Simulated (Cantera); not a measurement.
A jet of 1.23 % H₂, 10.7 % O₂, 88.1 % N₂, equivalence ratio 0.057 at 300 K and 63.0 Torr hits a platinum plate 4 cm away at a mass flux of 0.059 kg/m²/s; the plate temperature is set and raised in steps from an oxygen-covered start.

Detailed kinetics in Cantera: Deutschmann's 1995 Pt surface mechanism with GRI-Mech 3.0 gas chemistry. Catalytic surfaces can have several steady states; this one follows from the mechanism file's or the stated starting coverage.

One state of this run: wall x H₂ = 0.00136; wall x O₂ = 0.0954; wall x H₂O = 0.0208; wall x OH = <1e-8; θ free Pt = 0.0637; θ O* = 0.935; θ OH* = 0.00147. x: mole fraction at the wall; θ: surface coverage.

Question: Which value of plate T (K) does it belong to?
A. 700
B. 850
C. 900
D. 750

Answer: D, 750
